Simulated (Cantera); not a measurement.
What does this Cantera script print?

```python
import numpy as np
import cantera as ct

gas_names = """
    B BH BH2 BH3 BN BO BO2 B2 B2O B2O2 B2O3 B3O3H3 H HBO HBO2 HNO HNO2 HNO3 HO2 H2 H2O H2O2 H3B3O6 N NH
    NH2 NH3 NH2OH NO NO2 NO3 N2 N2H2 N2H4 N2O O OH O2 O3
""".split()
cond_names = """
    B(b) B(L) BN(s) B2O3(L) B3O3H3(cr) H2O(s) H2O(L)
""".split()


# ... load() reads the species with a 1 bar reference pressure and builds the phases ...
atoms = {
    'B2O3': {'B': 2, 'O': 3},
    'N2': {'N': 2},
    'H2': {'H': 2},
}
top_T = {'BN(s)': 3200}  # K; cautious upper limits of use, not melting points


# ... equilibrate(T, P, feed) seeds the gas with the atoms and calls Mixture.equilibrate('TP', solver="vcs", rtol=1e-11, max_steps=5000) ...
results = []
feed = {'B2O3': 1, 'N2': 0.3, 'H2': 8.4}  # mol
P = 9800  # Pa
for T in [1523, 1623, 1723, 1823, 1923, 2023, 2123]:
    mix = equilibrate(T, P, feed)
    results.append((T, P, feed, dict(zip(mix.species_names, mix.species_moles))))
    x = sorted(zip(gas.X, gas.species_names), reverse=True)
    print(f"T = {T:g} K  P = {P:g} Pa  gas = {mix.phase_moles(0):.4g} mol")
    print("   x: " + "  ".join(f"{s} {v:.3e}" for v, s in x if v > 0.001))
    print("   condensed (mol): " + ("  ".join(f"{mix.phase(i).name} {mix.phase_moles(i):.4g}"
          for i in range(1, mix.n_phases) if mix.phase_moles(i) > 1e-12) or "none"))
```

Result:

```
T = 1523 K  P = 9800 Pa  gas = 8.72 mol
   x: H2 9.598e-01  N2 3.381e-02  HBO2 3.143e-03  HBO 1.719e-03  H2O 1.103e-03
   condensed (mol): BN(s) 0.01039  B2O3(L) 0.9703
T = 1623 K  P = 9800 Pa  gas = 8.781 mol
   x: H2 9.486e-01  N2 3.392e-02  HBO 6.830e-03  HBO2 6.819e-03  B2O3 2.242e-03  H2O 1.046e-03
   condensed (mol): BN(s) 0.004316  B2O3(L) 0.9156
T = 1723 K  P = 9800 Pa  gas = 8.975 mol
   x: H2 9.166e-01  N2 3.342e-02  HBO 1.742e-02  HBO2 1.729e-02  B2O3 1.139e-02  H2O 1.653e-03  B2O2 1.462e-03
   condensed (mol): B2O3(L) 0.7277
T = 1823 K  P = 9800 Pa  gas = 9.597 mol
   x: H2 8.334e-01  B2O3 4.795e-02  HBO2 4.163e-02  HBO 3.532e-02  N2 3.126e-02  B2O2 5.454e-03  H2O 2.780e-03  H 1.263e-03
   condensed (mol): B2O3(L) 0.1136
T = 1923 K  P = 9800 Pa  gas = 9.724 mol
   x: H2 8.146e-01  B2O3 5.159e-02  HBO2 4.725e-02  HBO 4.065e-02  N2 3.085e-02  B2O2 6.228e-03  H2O 3.983e-03  H 2.716e-03  BO 2.121e-03
   condensed (mol): none
T = 2023 K  P = 9800 Pa  gas = 9.747 mol
   x: H2 8.072e-01  HBO2 4.920e-02  B2O3 4.787e-02  HBO 4.361e-02  N2 3.078e-02  B2O2 6.201e-03  H2O 5.475e-03  H 5.450e-03  BO 4.181e-03
   condensed (mol): none
T = 2123 K  P = 9800 Pa  gas = 9.788 mol
   x: H2 7.975e-01  HBO2 5.071e-02  HBO 4.581e-02  B2O3 4.402e-02  N2 3.065e-02  H 1.023e-02  BO 7.626e-03  H2O 7.331e-03  B2O2 6.026e-03
   condensed (mol): none
```

These are equilibrium values from Cantera (NASA tables, ideal gas, pure condensed phases), not measurements of a reactor. Mutual solubility and eutectic melting of coexisting phases are not modelled. Gases not in the tables: H3BO3.
